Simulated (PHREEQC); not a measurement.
NaOH is added in steps, without added water, to 1 kg of water holding 78 mmol/kgw HF, 13 mmol/kgw CsF and 79 mmol/kgw HCl, at 25 °C. Oxygen is held at 0.21 atm. CO2 from the air is kept out. Only these solids could form: Halite.

Base run: PHREEQC, ion-association model, wateq4f.dat. Each further column changes one thing. The table gives F- (mol/kgw).

```csv
NaOH added (mol),base,Davies equation for every ion,Debye-Hückel limiting law,metal-ligand complexes left out,all activity coefficients set to 1
0,0.00103,0.00106,0.00127,0.00103,0.000666
0.017,0.00136,0.00140,0.00168,0.00136,0.000886
0.0255,0.00162,0.00166,0.00199,0.00162,0.00106
0.0425,0.00255,0.00261,0.00309,0.00255,0.00171
0.0595,0.00510,0.00520,0.00592,0.00513,0.00377
0.068,0.00796,0.00806,0.00885,0.00804,0.00651
0.085,0.0180,0.0180,0.0187,0.0183,0.0168
0.102,0.0314,0.0314,0.0320,0.0322,0.0303
0.1105,0.0388,0.0388,0.0395,0.0400,0.0377
0.1275,0.0549,0.0549,0.0557,0.0569,0.0533
0.1445,0.0727,0.0725,0.0735,0.0757,0.0703
0.153,0.0821,0.0820,0.0831,0.0858,0.0792
0.17,0.0865,0.0863,0.0876,0.0907,0.0830
```

wateq4f.dat counts part of the HF as a dimer, H2F2, which phreeqc.dat doesn't know; its constant is uncertain.
